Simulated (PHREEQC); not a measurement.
Dissolve 0.00095 mol/kgw NH4HF2 at 20 °C. Closed to the air; pH follows from the charge balance.

The numbers come from PHREEQC with the ion-association model, wateq4f.dat.

Precipitation was switched off in this run.

Problem. Order these F species by the share of F that they hold, largest first: H2F2, HF2-, HF, F-.

Solution. F- (69 %), HF (31 %), HF2- (0.30 %), H2F2 (0.11 %)

The pH is 3.46 and the ionic strength 0.00131 mol/kgw.
